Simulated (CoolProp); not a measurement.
Vapour-liquid equilibrium of p-xylene (1) + n-nonane (2) at 116.75 °C; x and y are mole fractions of (1).

Values from CoolProp's multi-fluid Helmholtz-energy mixture model, Zhou 2012 and Lemmon 2006; pair parameters Bell 2016.

```
x     bubble pressure, mixture model (MPa)  bubble pressure, Raoult's law (MPa)  y, mixture model  y, Raoult's law
----  ------------------------------------  -----------------------------------  ----------------  ---------------
0.05                               0.03845                              0.03826             0.075            0.072
0.2                                0.04141                              0.04087             0.272            0.268
0.35                               0.04410                              0.04348             0.440            0.441
0.5                                0.04665                              0.04610             0.588            0.595
0.65                               0.04911                              0.04871             0.724            0.731
0.8                                0.05155                              0.05133             0.849            0.854
0.95                               0.05399                              0.05394             0.964            0.965
```

The largest gap from Raoult's law is +1.4 % in bubble pressure, at x = 0.35. No azeotrope shows between x = 0.05 and 0.95.

The pair parameters rest on a limited set of measurements; away from them the model extrapolates.
